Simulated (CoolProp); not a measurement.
A single-stage vapour-compression cycle with sulfur hexafluoride: evaporating at 256.15 K (dew point), condensing at 282.15 K (bubble point), superheat 10 K, subcooling 5 K, compressor efficiency 0.85, no pressure losses. Each further row changes one setting.

Model: reference Helmholtz-energy equation of state, Guder 2009, in CoolProp.

```
case                              cooling COP  pressure ratio  discharge temperature (K)  refrigerating effect (kJ/kg)  volumetric capacity (kJ/m³)
--------------------------------  -----------  --------------  -------------------------  ----------------------------  ---------------------------
as stated                                7.16            2.10                      293.4                          80.8                         4700
evaporating temperature 261.15 K         9.29            1.80                      293.1                          82.9                         5620
condensing temperature 277.15 K           ___            1.84                      288.3                          86.0                         5000
subcooling 10 K                          7.62            2.10                      293.4                          86.0                         5000
superheat 20 K                           7.29            2.10                        ___                          87.7                         4810
compressor efficiency 0.75               6.32            2.10                        ___                          80.8                         4700
```

Problem. What belongs in the gaps?

Solution. 
- condensing temperature 277.15 K, cooling COP: 9.24
- superheat 20 K, discharge temperature (K): 302.9
- compressor efficiency 0.75, discharge temperature (K): 295.3
